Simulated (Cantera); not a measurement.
Charge: 1 mol SiH2Cl2, 0.98 mol NO, 12 mol N2, held at 1800 K.

Equilibrium computed with Cantera from the NASA thermochemical tables; the gas is ideal and each condensed phase is pure. Candidate condensed phases: H2O, NH4Cl, Si, SiO2, Si2N2O, Si3N4; 47 gas species. Mutual solubility and eutectic melting of coexisting phases are not modelled. The tables' values for SiCl3, SiCl are old estimates; treat these amounts as uncertain. The tables hold silica as quartz up to 1696 K and as liquid above; real silica turns to tridymite and cristobalite and melts near 1996 K. Equilibrium is a limit: real reactors are often held back by kinetics, nucleation or transport.

x: gas mole fraction; n: condensed amount in mol.

| P (Pa) | x N2 | x HCl | x SiO | x Cl | x H2 | x SiCl2 | n SiO2(condensed) | n Si2N2O(s) |
|---|---|---|---|---|---|---|---|---|
| 5 | 0.792 | 0.0935 | 0.0622 | 0.0309 | 0.0137 | 0.00121 | 0 | 0 |
| 36 | 0.800 | 0.109 | 0.0628 | … | … | 0.00126 | 0 | 0 |
| 260 | 0.804 | 0.117 | 0.0631 | 0.00862 | 0.00537 | 0.00124 | 0 | 0 |
| 1900 | 0.812 | 0.117 | 0.0567 | 0.00290 | 0.00643 | 0.00430 | 0.0538 | 0 |
| 14000 | 0.841 | … | … | … | … | … | … | … |
| 100000 | 0.861 | 0.113 | 0.00181 | 0.000266 | 0.0136 | 0.00537 | 0.359 | 0.235 |

Question: What belongs in the gaps?

Answer: 
- 14000, x HCl: 0.101
- 14000, x SiO: 0.0251
- 14000, x Cl: 0.000569
- 14000, x H2: 0.0170
- 14000, x SiCl2: 0.0130
- 14000, n SiO2(condensed): 0.272
- 14000, n Si2N2O(s): 0.0647
- 36, x Cl: 0.0168
- 36, x H2: 0.00878
